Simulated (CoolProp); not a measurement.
Computed with CoolProp (reference Helmholtz-energy equation of state, Lemmon 2005). It is a short technical equation, of lower accuracy than the large ones.

For trans-2-butene, give the phase and the density (kg/m³), cp (kJ/(kg K)), cv (kJ/(kg K)), expansivity (1/kK) at 251.85 °C and 134 bar.


- 251.85 °C and 134 bar: supercritical; density 292, cp 3.40, cv 2.34, expansivity 5.83
